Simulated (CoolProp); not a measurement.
R410A along the isotherm 91.55 °C: Z from the reference equation and from simpler models built on Tc = 71.3 °C, pc = 4.901 MPa, ω = 0.296; each cubic takes its own stable root.

Model: reference Helmholtz-energy equation of state, Lemmon 2003, in CoolProp. It is a pseudo-pure fit of the blend.

```tsv
p (MPa)	phase	reference
0.155	gas	0.9904
0.353	gas	0.9780
0.803	gas	0.9491
1.83	gas	0.8799
4.16	gas	0.6952
9.46	supercritical	0.3132
21.5	supercritical	0.5450
49	supercritical	1.068
```

How far does each simpler model (Redlich-Kwong, Soave-Redlich-Kwong) lie from the reference over these 8 states: mean and median of the absolute difference, and the worst?


- Redlich-Kwong: mean 6.9 %, median 0.7 %, worst +21.6 % at 91.55 °C and 9.46 MPa
- Soave-Redlich-Kwong: mean 8.5 %, median 2.1 %, worst +28.4 % at 91.55 °C and 9.46 MPa
